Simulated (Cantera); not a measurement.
Input: 1 mol V2O5, 29 mol H2, at 101000 Pa.

Method: chemical equilibrium by Gibbs-energy minimisation in Cantera with the NASA 1993 tables (ideal gas, pure condensed phases). Candidate condensed phases: H2O, V, VO, V2O3, V2O4, V2O5; 12 gas species. Mutual solubility and eutectic melting of coexisting phases are not modelled. VO: taken at fixed stoichiometry. Condensed phases not in the tables: the oxides between V2O3 and V2O5 other than VO2. Rates play no part.

x: gas mole fraction; n: condensed amount in mol.

```
T (K)   x H2   x H2O      x H  x VO2     x OH  n V2O3(s)  n VO(l)
-----  -----  ------  -------  -----  -------  ---------  -------
2050   0.929  0.0689  0.00217      ?  1.76e-5      0.999        0
2075   0.929  0.0688  0.00255      ?  2.16e-5      0.999        0
2100   0.928  0.0688  0.00298      ?  2.63e-5      0.999        0
2125   0.928  0.0688  0.00347      ?  3.20e-5      0.998        0
2150   0.927  0.0687  0.00403      ?  3.86e-5      0.998        0
2175   0.926  0.0687  0.00467      ?  4.65e-5      0.997        0
2200   0.924  0.0702  0.00538      ?  5.70e-5      0.948   0.0949
```

Q: Fill in the missing entries.

A: 
- 2050, x VO2: 4.06e-5
- 2075, x VO2: 5.61e-5
- 2100, x VO2: 7.68e-5
- 2125, x VO2: 0.000104
- 2150, x VO2: 0.000141
- 2175, x VO2: 0.000189
- 2200, x VO2: 0.000254
